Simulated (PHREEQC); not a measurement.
**Brine (model solution)**

Dissolve 0.05 mol LiBr, 0.029 mol Na2SO4 and 0.012 mol MgCl2 per kg of water at 20 °C. Closed to the air; pH follows from the charge balance.

Equilibrium calculation in PHREEQC: ion-association model, phreeqc.dat.

The ionic strength is 0.150 mol/kgw. The specific conductance is 9930 µS/cm and the density is 1.006 g/cm³.

```json
[
 {"species": "Na+", "molality": "0.0561", "activity": "0.0429", "log γ": "-0.117"},
 {"species": "Br-", "molality": "0.0500", "activity": "0.0361", "log γ": "-0.142"},
 {"species": "Li+", "molality": "0.0485", "activity": "0.0375", "log γ": "-0.111"},
 {"species": "Cl-", "molality": "0.0240", "activity": "0.0177", "log γ": "-0.131"},
 {"species": "SO4-2", "molality": "0.0215", "activity": "0.00703", "log γ": "-0.485"},
 {"species": "Mg+2", "molality": "0.00791", "activity": "0.00293", "log γ": "-0.431"},
 {"species": "MgSO4", "molality": "0.00409", "activity": "0.00424", "log γ": "0.015"},
 {"species": "NaSO4-", "molality": "0.00191", "activity": "0.00146", "log γ": "-0.116"},
 {"species": "LiSO4-", "molality": "0.00152", "activity": "0.00115", "log γ": "-0.120"},
 {"species": "H+", "molality": "1.16e-7", "activity": "9.36e-8", "log γ": "-0.091"},
 {"species": "OH-", "molality": "9.95e-8", "activity": "7.28e-8", "log γ": "-0.136"},
 {"species": "MgOH+", "molality": "9.15e-8", "activity": "7.15e-8", "log γ": "-0.107"},
 {"species": "HSO4-", "molality": "7.55e-8", "activity": "5.75e-8", "log γ": "-0.118"}
]
```

This is a speciation only: nothing precipitates in the calculation.
